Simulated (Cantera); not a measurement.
## Ignition delay

Mixture: 2.67 % CH4, 0.587 % C2H6, 0.320 % C3H8, 12.8 % O2, 83.6 % N2, equivalence ratio 0.70, at 1000000 Pa, adiabatic and at constant pressure. Ignition delay is the time to a rise of 400 K.

Computed with Cantera and GRI-Mech 3.0 (53 species, 325 reactions).

```json
[
 {"T0 (K)": "1250", "delay (ms)": "0.457"},
 {"T0 (K)": "1325", "delay (ms)": "0.192"},
 {"T0 (K)": "1400", "delay (ms)": "0.0899"},
 {"T0 (K)": "1475", "delay (ms)": "0.0458"},
 {"T0 (K)": "1550", "delay (ms)": "0.0250"},
 {"T0 (K)": "1625", "delay (ms)": "0.0146"},
 {"T0 (K)": "1700", "delay (ms)": "0.00902"},
 {"T0 (K)": "1775", "delay (ms)": "0.00592"}
]
```

The apparent activation energy between 1625 and 1775 K is 140 kJ/mol.
